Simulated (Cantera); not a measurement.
A closed system holds: 1 mol Cu, 0.6 mol H₂O, 26 mol H₂, held at 900 K and 96.0 Pa.

Equilibrium computed with Cantera from the NASA thermochemical tables; the gas is ideal and each condensed phase is pure. Candidate condensed phases: Cu, CuO, Cu(OH)₂, Cu₂O, H₂O; 12 gas species. Rates play no part.

Base state: H₂ 0.977, H₂O 0.0226 (mole fractions); condensed: Cu(s).

Problem. What changes in the equilibrium state with this change: Cu replaced by Si?

Solution. 
| species | before | after |
|---|---|---|
| H₂ | 0.977 | 1.00 |
| H₂O | 0.0226 | <1e-9 |
| Cu(s), mol | 1.00 | 0 |
| Si(s), mol | 0 | 0.700 |
| SiO₂(β-quartz), mol | 0 | 0.300 |
Further candidate phases: Si, SiO₂.
